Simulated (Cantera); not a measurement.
**Silicon nitride deposition: SiHCl3 + N2 + H2**

Charge: 1 mol SiHCl3, 6.4 mol N2, a varied amount of H2, at 1798.15 K and 24.0 Pa.

Cantera equilibrium calculation (NASA polynomials, part measured and part estimated; ideal gas, pure solids and liquids). Candidate condensed phases: NH4Cl, Si, Si3N4; 28 gas species. The tables' values for SiCl, SiCl3, SiN are old estimates; treat these amounts as uncertain. Gases not in the tables: Si2H6 and higher silanes. Kinetics and transport are ignored.

From 0.24 mol H2 to 8.6 mol H2 nothing is condensed. At 13 mol H2 the condensed part is Si(l). The main Si-bearing gas is SiCl2 throughout.

| n(H2) (mol) | x N2 | x H2 | x SiCl2 | x HCl | x H | x Si | x Cl | n Si(l) |
|---|---|---|---|---|---|---|---|---|
| 0.24 | 0.734 | 0.0295 | 0.112 | 0.107 | 0.00391 | 0.00120 | 0.0108 | 0 |
| 0.36 | 0.724 | 0.0411 | 0.110 | 0.108 | 0.00461 | 0.00161 | 0.00927 | 0 |
| 0.53 | 0.710 | 0.0573 | 0.107 | 0.108 | 0.00545 | 0.00217 | 0.00789 | 0 |
| 0.79 | 0.689 | 0.0815 | 0.103 | 0.108 | 0.00650 | 0.00297 | 0.00661 | 0 |
| 1.2 | 0.659 | 0.117 | 0.0968 | 0.107 | 0.00780 | 0.00410 | 0.00546 | 0 |
| 1.8 | 0.619 | 0.165 | 0.0890 | 0.105 | 0.00925 | 0.00551 | 0.00451 | 0 |
| 2.6 | 0.573 | 0.221 | 0.0800 | 0.102 | 0.0107 | 0.00704 | 0.00379 | 0 |
| 3.9 | 0.511 | 0.296 | 0.0684 | 0.0973 | 0.0124 | 0.00890 | 0.00311 | 0 |
| 5.8 | 0.442 | 0.382 | 0.0556 | 0.0908 | 0.0141 | 0.0107 | 0.00256 | 0 |
| 8.6 | 0.368 | 0.474 | 0.0427 | 0.0829 | 0.0157 | 0.0122 | 0.00210 | 0 |
| 13 | 0.292 | 0.570 | 0.0297 | 0.0740 | 0.0172 | 0.0129 | 0.00171 | 0.0151 |
x: gas mole fraction; n: condensed amount in mol.
